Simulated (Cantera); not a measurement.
**Roasting and sulfation: FeS2 + O2**

A closed system holds: 1 mol FeS2, 0.77 mol O2, equilibrated at 8.50 bar.

Equilibrium computed with Cantera from the NASA thermochemical tables; the gas is ideal and each condensed phase is pure. Candidate condensed phases: Fe, FeO, FeS, FeSO4, FeS2, Fe2O3, Fe2(SO4)3, Fe3O4, S; 12 gas species. FeS: taken at fixed stoichiometry. Gases not in the tables: S3 to S7. The numbers say what is thermodynamically allowed, not how fast it happens.

From 773 K to 923 K the condensed part is FeS2(s) + Fe3O4(s). At 998 K the condensed part is FeS(s) + FeS2(s). From 1073 K to 1448 K the condensed part is FeS(s). From 1523 K to 1673 K the condensed part is FeS(l).

| T (K) | x SO2 | x S2 | x S2O | x SO | x S | x S8 | x SO3 | n FeS2(s) | n Fe3O4(s) | n FeS(s) | n FeS(l) |
|---|---|---|---|---|---|---|---|---|---|---|---|
| 773 | 1.000 | 0.000262 | 0.000235 | 6.68e-8 | <1e-12 | 4.99e-9 | 3.78e-8 | 0.711 | 0.0963 | 0 | 0 |
| 848 | 0.998 | 0.00156 | 0.000847 | 5.56e-7 | <1e-12 | 2.64e-8 | 7.52e-8 | 0.710 | 0.0966 | 0 | 0 |
| 923 | 0.991 | 0.00696 | 0.00248 | 3.28e-6 | 2.27e-11 | 1.12e-7 | 1.33e-7 | 0.707 | 0.0975 | 0 | 0 |
| 998 | 0.935 | 0.0542 | 0.0108 | 1.75e-5 | 5.24e-10 | 8.81e-6 | 1.65e-7 | 0.128 | 0 | 0.872 | 0 |
| 1073 | 0.865 | 0.117 | 0.0179 | 5.68e-5 | 4.76e-9 | 7.21e-6 | 2.44e-7 | 0 | 0 | 1.00 | 0 |
| 1148 | 0.865 | 0.117 | 0.0175 | 0.000138 | 2.32e-8 | 4.27e-7 | 4.50e-7 | 0 | 0 | 1.00 | 0 |
| 1223 | 0.865 | 0.118 | 0.0171 | 0.000302 | 9.33e-8 | 3.62e-8 | 7.72e-7 | 0 | 0 | 1.00 | 0 |
| 1298 | 0.865 | 0.118 | 0.0167 | 0.000603 | 3.20e-7 | 4.13e-9 | 1.24e-6 | 0 | 0 | 1.00 | 0 |
| 1373 | 0.865 | 0.118 | 0.0164 | 0.00112 | 9.59e-7 | 6.01e-10 | 1.91e-6 | 0 | 0 | 1.00 | 0 |
| 1448 | 0.864 | 0.118 | 0.0161 | 0.00193 | 2.56e-6 | 1.08e-10 | 2.80e-6 | 0 | 0 | 1.00 | 0 |
| 1523 | 0.863 | 0.118 | 0.0159 | 0.00317 | 6.23e-6 | 2.29e-11 | 3.96e-6 | 0 | 0 | 0 | 1.00 |
| 1598 | 0.862 | 0.117 | 0.0156 | 0.00497 | 1.39e-5 | 5.64e-12 | 5.43e-6 | 0 | 0 | 0 | 1.00 |
| 1673 | 0.860 | 0.117 | 0.0153 | 0.00746 | 2.89e-5 | 1.57e-12 | 7.23e-6 | 0 | 0 | 0 | 1.00 |
x: gas mole fraction; n: condensed amount in mol.
